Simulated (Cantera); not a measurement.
Charge: 1 mol TiCl₄, a varied amount of H₂O, 0.83 mol N₂, at 1848.15 K and 37.0 mbar.

Method: chemical equilibrium by Gibbs-energy minimisation in Cantera with the NASA 1993 tables (ideal gas, pure condensed phases). Candidate condensed phases: H₂O, NH₄Cl, Ti, TiCl₂, TiCl₃, TiCl₄, TiN, TiO, TiO₂, Ti₂O₃, Ti₃O₅, Ti₄O₇; 38 gas species. Rates play no part.

Problem. At 3.6 mol H₂O, list the 4 most abundant gas species with their mole fractions, and the condensed phases.

Solution. HCl 0.603, H₂O 0.246, N₂ 0.128, Cl 0.0143. Condensed: TiO₂(rutile).
